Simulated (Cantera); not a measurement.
What does this Cantera script print?

```python
import numpy as np
import cantera as ct

gas = ct.Solution("gri30.yaml")


def delay(T, t_max=10):
    gas.TPX = T, 51000, {'CO': 1, 'H2': 0.14, 'O2': 1.39, 'N2': 5.23}
    reactor = ct.IdealGasReactor(gas, clone=False)
    net = ct.ReactorNet([reactor])
    net.rtol, net.atol = 1e-8, 1e-16
    while net.time < t_max:
        t_old, T_old = net.time, reactor.T
        net.step()
        if reactor.T > T + 400:  # ignition: a rise of 400 K
            return t_old + (T + 400 - T_old) / (reactor.T - T_old) * (net.time - t_old)
    return np.nan


taus = []
for T in [1100, 1175, 1250, 1325, 1400, 1475, 1550]:
    taus.append(delay(T))
    print(f"T0 = {T:6g} K   tau = {taus[-1]:.4e} s")
```

Result:

```
T0 =   1100 K   tau = 4.7094e-04 s
T0 =   1175 K   tau = 3.5486e-04 s
T0 =   1250 K   tau = 2.9688e-04 s
T0 =   1325 K   tau = 2.6712e-04 s
T0 =   1400 K   tau = 2.5441e-04 s
T0 =   1475 K   tau = 2.5431e-04 s
T0 =   1550 K   tau = 2.6492e-04 s
```

Detailed kinetics in Cantera: GRI-Mech 3.0 (53 species, 325 reactions). Where the delays flatten at high temperature, the 400 K rule measures the pace of heat release, not the induction time.
